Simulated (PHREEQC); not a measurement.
## Silver or lead bath

Make-up at 25 °C: 6.8 mmol/kgw Pb(NO3)2, 13 mmol/kgw NaCl and 198 mmol/kgw Na2SO4. Closed to the air; pH follows from the charge balance.

All values are PHREEQC results (ion-association model, wateq4f.dat), not measurements.

The pH is 5.94. The ionic strength is 0.500 mol/kgw and the activity of water is 0.990.

| species | molality | activity | log γ |
|---|---|---|---|
| Na+ | 0.357 | 0.253 | -0.149 |
| SO4-2 | 0.138 | 0.0284 | -0.687 |
| NaSO4- | 0.0520 | 0.0360 | -0.160 |
| NO3- | 0.0136 | 0.00831 | -0.213 |
| Cl- | 0.0129 | 0.00829 | -0.191 |
| PbSO4 | 0.00364 | 0.00409 | 0.050 |
| Pb(SO4)2-2 | 0.00211 | 0.000608 | -0.539 |
| Pb+2 | 0.000886 | 0.000256 | -0.539 |
| PbCl+ | 0.000115 | 8.45e-5 | -0.135 |
| PbNO3+ | 4.30e-5 | 3.15e-5 | -0.135 |
| PbOH+ | 5.86e-6 | 4.29e-6 | -0.135 |
| HSO4- | 4.77e-6 | 3.18e-6 | -0.176 |
| H+ | 1.51e-6 | 1.15e-6 | -0.117 |

Precipitation was switched off in this run. Saturation is exceeded, for instance for Anglesite, Larnakite; the values hold only as long as no solid forms.
